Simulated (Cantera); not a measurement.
A freely propagating, adiabatic, planar premixed flame of CH4 : O2 : N2 = 1 : 2.13 : 8 (molar parts), unburnt at 500 K and 100.0 Torr; unity-Lewis-number transport, grid criteria slope 0.08 and curve 0.16, no radiation.

Computed with Cantera and GRI-Mech 3.0 (53 species, 325 reactions). Unity Lewis numbers drop preferential diffusion, which matters most where H2 and H carry the flame. Burning velocities carry a grid error of a few per cent, more on coarse grids.

### Question
Predict: laminar burning velocity; thermal thickness; peak x(C2H); peak x(CH2); peak x(HCN).

### Answer
laminar burning velocity: 89.7 cm/s
thermal thickness: 2.48 mm
peak x(C2H): 7.98e-8
peak x(CH2): 4.02e-5
peak x(HCN): 1.64e-6
